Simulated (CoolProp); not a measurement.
Vapour-liquid equilibrium of ethanol (1) + n-nonane (2) at 1.28 bar; x and y are mole fractions of (1).

Computed with CoolProp (multi-fluid Helmholtz-energy mixture model, Schroeder 2014 and Lemmon 2006; pair parameters Bell 2016).

```csv
x,"bubble temperature, mixture model (°C)","bubble temperature, Raoult's law (°C)","y, mixture model","y, Raoult's law"
0.05,122.2,145.7,0.654,0.344
0.2,92.7,122.5,0.885,0.719
0.35,87.5,109.8,0.910,0.849
0.5,86.7,101.3,0.915,0.914
0.65,86.6,94.9,0.916,0.952
0.8,86.0,89.8,0.925,0.978
0.95,84.8,85.7,0.967,0.995
```

The largest gap from Raoult's law is -29.8 K in bubble temperature, at x = 0.2. No azeotrope shows between x = 0.05 and 0.95.

Pair parameters are fitted to limited data, so mixtures are less certain than the pure fluids. With so large a gap from Raoult's law the liquid may split in two, which this calculation doesn't test in full.
